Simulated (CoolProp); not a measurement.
Vapour-liquid equilibrium of R143a (1) + R134a (2) at 7.55 bar; x and y are mole fractions of (1).

Computed with CoolProp (multi-fluid Helmholtz-energy mixture model, Lemmon and Jacobsen 2000 and Tillner-Roth 1994; pair parameters Lemmon 2004).

```tsv
x	bubble temperature (K)	y at the bubble point	dew temperature at overall composition x (K)	liquid density (mol/L)
0.05	?	0.080	301.6	11.69
0.2	297.1	0.296	298.9	?
0.35	293.3	?	296.0	?
0.5	289.8	0.632	292.9	11.84
0.65	286.6	0.763	289.4	?
0.8	283.5	0.875	285.6	11.90
0.95	280.6	0.971	281.2	11.92
```

Complete the blanks.


- 0.05, bubble temperature (K): 301.1
- 0.2, liquid density (mol/L): 11.75
- 0.35, y at the bubble point: 0.478
- 0.35, liquid density (mol/L): 11.80
- 0.65, liquid density (mol/L): 11.88

No azeotrope shows between x = 0.05 and 0.95.

The pair parameters rest on a limited set of measurements; away from them the model extrapolates.
